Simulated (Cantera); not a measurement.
An adiabatic, constant-pressure homogeneous reactor starts with CO : H2 : O2 : N2 = 1 : 0.049 : 1.34 : 5.06 (molar parts), equivalence ratio 0.39, at 1200 K and 975 Torr.

Computed with Cantera and GRI-Mech 3.0 (53 species, 325 reactions).

Task: Predict: time of steepest temperature rise; temperature at 0.500 s; equilibrium temperature; x(CO) at 0.500 s; x(H2) at 0.500 s; x(O2) at 0.500 s; x(N2O) at 0.500 s; x(H) at 0.500 s; x(H2O2) at 0.500 s; x(HO2) at 0.500 s.

Result: 
| Property | Result |
|---|---|
| time of steepest temperature rise | 0.160 ms |
| temperature at 0.500 s | 2234 K |
| equilibrium temperature | 2233 K |
| x(CO) at 0.500 s | 0.00280 (gas-phase equilibrium 0.00280) |
| x(H2) at 0.500 s | 2.37e-5 (gas-phase equilibrium 2.37e-5) |
| x(O2) at 0.500 s | 0.113 (gas-phase equilibrium 0.113) |
| x(N2O) at 0.500 s | 5.83e-7 (gas-phase equilibrium 5.84e-7) |
| x(H) at 0.500 s | 2.93e-5 (gas-phase equilibrium 2.92e-5) |
| x(H2O2) at 0.500 s | 9.21e-9 (gas-phase equilibrium 9.20e-9) |
| x(HO2) at 0.500 s | 1.13e-6 (gas-phase equilibrium 1.12e-6) |
